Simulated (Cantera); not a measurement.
Charge: 1 mol Si3H8, 0.07 mol HCl, 19 mol H2, 0.048 mol Cl2, held at 973 K and 1 atm.

Cantera equilibrium calculation (NASA polynomials, part measured and part estimated; ideal gas, pure solids and liquids). Candidate condensed phases: Si; 19 gas species. The feed counts by its element totals alone. The tables' values for SiCl3 are old estimates; treat these amounts as uncertain. Equilibrium is a limit: real reactors are often held back by kinetics, nucleation or transport.

What is the equilibrium state?


```json
{
 "x(H2)": "0.996",
 "x(HCl)": "0.00237",
 "x(SiHCl3)": "0.000916",
 "x(SiCl4)": "0.000388",
 "x(SiH2Cl2)": "0.000226",
 "x(SiH3Cl)": "1.40e-5",
 "x(SiCl3)": "1.11e-5",
 "x(SiCl2)": "9.10e-6",
 "n(Si(s))": "2.96 mol",
 "gas_amount": "23.08 mol"
}
```
